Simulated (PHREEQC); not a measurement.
PHREEQC input (Pitzer model, pitzer.dat):

```
SOLUTION 1
  temp 25
  units mol/kgw
  pH 7 charge
  Cl 0.411
  Na 0.82
  Br 0.9
  K 0.031
  Mg 0.23
  S(6) 0.00089
  Ca 0.00089
END
USE solution 1
INCREMENTAL_REACTIONS false
REACTION 1
  H2O -1
  0 9.886 18.011 24.689 30.178 34.689 38.397 41.444 moles
EQUILIBRIUM_PHASES 1
  Arcanite 0 0
  Bischofite 0 0
  Bloedite 0 0
  Brucite 0 0
  Carnallite 0 0
  Epsomite 0 0
  Glaserite 0 0
  Glauberite 0 0
  Gypsum 0 0
  Anhydrite 0 0
  Halite 0 0
  Hexahydrite 0 0
  Kainite 0 0
  Kieserite 0 0
  Leonite 0 0
  Mirabilite 0 0
  Misenite 0 0
  Polyhalite 0 0
  Portlandite 0 0
  Schoenite 0 0
  Sylvite 0 0
  Syngenite 0 0
  Thenardite 0 0
  MgCl2_4H2O 0 0
SELECTED_OUTPUT 1
  -reset false
  -pH true
  -pe true
  -ionic_strength true
  -water true
  -activities H2O
  -totals Br Ca Cl K Mg Na S
  -molalities H+ Na+ K+ Mg+2 Ca+2 Cl- SO4-2 Br- OH- HSO4-
    MgOH+
  -equilibrium_phases Arcanite Bischofite Bloedite Brucite Carnallite Epsomite Glaserite Glauberite Gypsum Anhydrite
    Halite Hexahydrite Kainite Kieserite Leonite Mirabilite Misenite Polyhalite Portlandite Schoenite
    Sylvite Syngenite Thenardite MgCl2_4H2O
PRINT
  -reset false
END
```

Selected output (columns that matter, 8 of 8 rows; water left (kg) added in front):

```
water left (kg)	pH	mu	Br	Ca	Cl	K	Mg	Na	S	m_H+	m_Na+	m_K+	m_Mg+2	la_H2O
1	6.2839	1.5446	0.9	0.00089	0.411	0.031	0.23	0.82	0.00089	4.5173e-07	0.82	0.031	0.23	-0.018621
0.821894	6.1858	1.8793	1.095	0.0010829	0.50006	0.037718	0.27984	0.9977	0.0010829	5.0225e-07	0.9977	0.037718	0.27984	-0.023322
0.675514	6.0685	2.2865	1.3323	0.0013175	0.60843	0.045891	0.34048	1.2139	0.0013175	5.6524e-07	1.2139	0.045891	0.34048	-0.029423
0.555203	5.9272	2.782	1.621	0.001603	0.74027	0.055835	0.41426	1.4769	0.001603	6.4583e-07	1.4769	0.055835	0.41426	-0.037444
0.456313	5.756	3.3849	1.9723	0.0019504	0.9007	0.067936	0.50404	1.797	0.0019504	7.5177e-07	1.797	0.067936	0.50404	-0.048132
0.375043	5.548	4.1184	2.3997	0.0023731	1.0959	0.082657	0.61326	2.1864	0.0023731	8.9495e-07	2.1864	0.082657	0.61326	-0.062576
0.30824	5.2945	5.0109	2.9198	0.0028874	1.3334	0.10057	0.74617	2.6603	0.0028874	1.0941e-06	2.6603	0.10057	0.74617	-0.082369
0.253345	4.9857	6.0967	3.5525	0.003513	1.6223	0.12236	0.90785	3.2367	0.003513	1.3792e-06	3.2367	0.12236	0.90785	-0.10985
```

Complexes and solids missing from the database can't appear.
